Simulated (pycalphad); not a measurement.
An equivalent pycalphad script:

```python
from pycalphad import Database, equilibrium, calculate, variables as v
import numpy as np
db = Database('COST507.tdb')
comps = ['TI', 'C', 'VA']
phases = ['BCC_A2', 'FCC_A1', 'GRAPHITE', 'HCP_A3', 'LIQUID']
eq = equilibrium(db, comps, phases, {v.X('C'): 0.0039, v.T: np.arange(2850, 499, -100), v.P: 101325, v.N: 1}, output=['HM', 'SM'])
```

CALPHAD calculation (pycalphad, COST 507 light-alloy database (1999)), 1 atm. The data set is of 1999 and partly superseded. Amounts are mole fractions of atoms. Kinetics are ignored, which matters at the lower temperatures.

Results at three of the temperatures:

```
T = 2350.00 K, P = 101325 Pa, N = 1 mol of atoms
G = -163073 J/mol, H = 88345 J/mol, S = 106.99 J/(mol K)  (SER reference)
chemical potentials (J/mol): Ti -162317, C -356250
phase             fraction      x(Ti)       x(C)
LIQUID              1.0000     0.9961     0.0039
```

```
T = 1550.00 K, P = 101325 Pa, N = 1 mol of atoms
G = -87082 J/mol, H = 41441 J/mol, S = 82.92 J/(mol K)  (SER reference)
chemical potentials (J/mol): Ti -86378, C -266898
phase             fraction      x(Ti)       x(C)
BCC_A2              1.0000     0.9961     0.0039
```

```
T = 850.00 K, P = 101325 Pa, N = 1 mol of atoms
G = -36145 J/mol, H = 15052 J/mol, S = 60.23 J/(mol K)  (SER reference)
chemical potentials (J/mol): Ti -35380, C -231650
phase             fraction      x(Ti)       x(C)
HCP_A3              0.9997     0.9962     0.0038
FCC_A1              0.0003     0.6420     0.3580
```

Changes of the phase set, refined by bisection:

| T (°C) | phases above | phases below |
|---|---|---|
| 1666.4 | liquid | bcc + liquid |
| 1666.2 | bcc + liquid | bcc |
| 926.3 | bcc | bcc + fcc |
| 916.7 | bcc + fcc | bcc + hcp |
| 889.8 | bcc + hcp | hcp |
| 581.5 | hcp | fcc + hcp |

FCC_A1 is fcc; BCC_A2 is bcc; HCP_A3 is hcp. The fcc model also describes the rock-salt carbide or nitride (TiC, TiN, HfC).
